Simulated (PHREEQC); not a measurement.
Make-up at 25 °C: 0.0064 mol/kgw NH4HF2. Closed to the air; pH follows from the charge balance.

All values are PHREEQC results (ion-association model, wateq4f.dat), not measurements.

```
quantity                    before     after
------------------------  --------  --------
pH                            3.24      3.12
ionic strength (mol/kgw)   0.00703   0.00721
F- (mol/kgw)               0.00688   0.00710
HF2- (mol/kgw)            0.000145  0.000115
H2F2 (mol/kgw)             7.81e-5  0.000140
```

Question: Name the change that produced these shifts.
(A) 0.00018 mol/kgw KHCO3 added
(B) temperature from 25 to 5 °C
(C) NH4HF2 from 0.0064 to 0.032 mol/kgw
(D) 0.00025 mol/kgw CsOH added

Answer: B, temperature from 25 to 5 °C

Precipitation was switched off in this run. Constants without temperature data keep their 25 °C values here.
